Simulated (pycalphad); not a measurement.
Source of the numbers: pycalphad with the COST 507 light-alloy database (1999); pressure 1 atm. The database dates from 1999; later assessments differ in places, in temperatures and in the compounds included. Diffusion is slow at the low end, where real alloys seldom reach equilibrium.

# Si-38.85Ti (at.%): equilibrium cooling sequence

```json
[
 {"T (K)": "1823.6", "phases above": "LIQUID", "phases below": "LIQUID + SITI"},
 {"T (K)": "1747.4", "phases above": "LIQUID + SITI", "phases below": "SI2TI + SITI"}
]
```

Changes were sought between steps of 75 K, so a narrower field can be missed.

Database names, with the compositions (at.%) that they take in these runs: SITI: Si 50 Ti 50; SI2TI: Si 67 Ti 33.
